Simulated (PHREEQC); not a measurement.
**Metal-bearing waste water**

Dissolve 0.063 mol/kgw MnSO4, 0.0031 mol/kgw ZnCl2 and 0.00011 mol/kgw NaCl at 25 °C. Closed to the air; pH follows from the charge balance.

Model: ion-association model, wateq4f.dat, run in PHREEQC.

This is a speciation only: nothing precipitates in the calculation.

Q: Predict the pH, ionic strength.

A: pH 6.16; ionic strength 0.151 mol/kgw.

Q: In which forms is Zn present?

A: Zn+2 46 %, ZnSO4 42 %, Zn(SO4)2-2 12 % of the Zn.

Species that the database lacks are ignored.
